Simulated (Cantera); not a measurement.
A perfectly stirred reactor is fed with NH₃ : H₂ = 1 : 0.36 (molar parts), at 0.420 bar; it is held at 2000 K, and followed from long to short residence time.

Detailed kinetics in Cantera: the gas-phase N/H chemistry of the illustrative SiF4/NH3 mechanism in the Surface Chemkin manual (1991). Walls and surfaces, which speed up NH3 decomposition in real reactors, are not modelled.

**Question.** Predict: x(NH₃) at τ = 0.440 s; x(H₂) at τ = 0.440 s; x(NH) at τ = 0.440 s; x(N) at τ = 0.440 s; x(N₂H₄) at τ = 0.440 s; x(NH₃) at τ = 27.0 ms; x(H₂) at τ = 27.0 ms; x(NH) at τ = 27.0 ms; x(N) at τ = 27.0 ms; x(N₂H₄) at τ = 27.0 ms.

**Answer.** 
```json
{
 "x(NH₃) at τ = 0.440 s": "0.0998",
 "x(H₂) at τ = 0.440 s": "0.716",
 "x(NH) at τ = 0.440 s": "8.20e-6",
 "x(N) at τ = 0.440 s": "7.77e-7",
 "x(N₂H₄) at τ = 0.440 s": "1.41e-8",
 "x(NH₃) at τ = 27.0 ms": "0.518",
 "x(H₂) at τ = 27.0 ms": "0.419",
 "x(NH) at τ = 27.0 ms": "1.31e-5",
 "x(N) at τ = 27.0 ms": "6.44e-7",
 "x(N₂H₄) at τ = 27.0 ms": "1.27e-7"
}
```
